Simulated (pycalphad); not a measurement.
Effect of Cu content in Si-Cu

CALPHAD calculation (pycalphad, COST 507 light-alloy database (1999)), 1 atm. These are 1990s assessments: newer ones move some temperatures and phases. Phase fractions are per mole of atoms.

```csv
alloy,liquidus (°C),first solid,solidus (°C),phases at 602 °C
Si-15.12Cu (wt.%),1375,diamond (Si),801,"diamond (Si) 0.90, CU19SI6_ETA 0.10"
Si-27.89Cu (wt.%),1329,diamond (Si),801,"diamond (Si) 0.81, CU19SI6_ETA 0.19"
Si-38.82Cu (wt.%),1279,diamond (Si),801,"diamond (Si) 0.71, CU19SI6_ETA 0.29"
Si-48.27Cu (wt.%),(withheld),diamond (Si),801,(withheld)
```

What belongs in the gaps?


- Si-48.27Cu (wt.%), liquidus (°C): 1226
- Si-48.27Cu (wt.%), phases at 602 °C: diamond (Si) 0.62, CU19SI6_ETA 0.38

Database names, with the compositions (at.%) that they take in these runs: CU19SI6_ETA: Cu 76 Si 24.
